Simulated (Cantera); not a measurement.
Charge: 1 mol SiH2Cl2, a varied amount of H2, at 1427 °C and 180000 Pa.

Method: chemical equilibrium by Gibbs-energy minimisation in Cantera with the NASA 1993 tables (ideal gas, pure condensed phases). Candidate condensed phases: Si; 19 gas species. Gases not in the tables: Si2H6 and higher silanes. Rates play no part.

**Question.** At 700 mol H2, list the 5 most abundant gas species with their mole fractions, and the condensed phases.

**Answer.** H2 0.997, HCl 0.00279, H 0.000110, SiCl2 2.80e-5, SiH2 1.41e-5. Condensed: Si(l).
